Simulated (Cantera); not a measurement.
A freely propagating, adiabatic, planar premixed flame of 4.41 % C₃H₈, 18.4 % O₂, 69.3 % N₂, 7.94 % H₂O, equivalence ratio 1.2, unburnt at 498 K and 13300 Pa; mixture-averaged transport, grid criteria slope 0.08 and curve 0.16, no radiation.

Model: GRI-Mech 3.0 (53 species, 325 reactions), integrated in Cantera. GRI-Mech 3.0 was tuned for natural gas; its chemistry of propane as a main component is partial and can be far from experiment. Burning velocities carry a grid error of a few per cent, more on coarse grids.

Problem. Predict: laminar burning velocity; thermal thickness; peak x(H); peak x(HCO); peak x(CH₂O); peak x(OH).

Solution. 
| Item | Value |
|---|---|
| laminar burning velocity | 123 cm/s |
| thermal thickness | 1.98 mm |
| peak x(H) | 0.0180 |
| peak x(HCO) | 0.000105 |
| peak x(CH₂O) | 0.00143 |
| peak x(OH) | 0.00825 |
